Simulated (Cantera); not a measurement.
**Diamond growth**

A diamond (100) surface in a fixed gas of H2 with x(CH4) = 0.007, x(H) = 0.0062, at 923 K, 3400 Pa; coverages are run to steady state.

Computed with Cantera and the Harris–Goodwin 1993 mechanism for the reconstructed diamond (100) surface.

```
x(CH3)   growth (µm/h)  θ c6HH   θ c6H*  θ c6*H   θ c6**    θ c6HM
-------  -------------  ------  -------  ------  -------  --------
1e-06           0.0121   0.670   0.0121   0.313  0.00537  0.000122
2.5e-06         0.0304   0.669   0.0121   0.313  0.00536  0.000305
6.3e-06         0.0764   0.669   0.0121   0.313  0.00536  0.000769
1.6e-05          0.194   0.668   0.0121   0.312  0.00535   0.00195
4e-05            0.483   0.666   0.0120   0.311  0.00532   0.00485
0.0001            1.19   0.659   0.0119   0.308  0.00526    0.0120
0.00025           2.91   0.645   0.0117   0.301  0.00511    0.0293
0.00064           7.01   0.610   0.0110   0.284  0.00476    0.0706
0.0016            15.3   0.540  0.00972   0.251  0.00404     0.154
```
θ: site fractions in the mechanism's names (c6HH fully hydrogenated, c6H* and c6*H radical sites, c6** diradical, c6HM methylated).
